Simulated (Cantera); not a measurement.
Feed: 1 mol NaCl, 0.5 mol HCl, 480 mol N₂, equilibrated at 798 K and 4.10e-5 bar.

These are equilibrium values from Cantera (NASA tables, ideal gas, pure condensed phases), not measurements of a reactor. Candidate condensed phases: NH₄Cl, Na, NaCl; 17 gas species. Equilibrium is a limit: real reactors are often held back by kinetics, nucleation or transport.

Base state: N₂ 0.997, NaCl 0.00154, HCl 0.00104, Na₂Cl₂ 0.000266 (mole fractions); condensed: gas only.

Q: What changes in the equilibrium state with this change: pressure from 4.10e-5 bar to 0.0100 bar?

A: 
```
species         before    after
------------  --------  -------
N₂               0.997    0.999
HCl            0.00104  0.00104
NaCl           0.00154  7.87e-6
Na₂Cl₂        0.000266  1.69e-6
NaCl(s), mol         0    0.995
```

Q: What changes in the equilibrium state with this change: pressure from 4.10e-5 bar to 0.0760 bar?

A: 
```csv
species,before,after
N₂,0.997,0.999
HCl,0.00104,0.00104
NaCl,0.00154,1.04e-6
Na₂Cl₂,0.000266,2.22e-7
"NaCl(s), mol",0,0.999
```
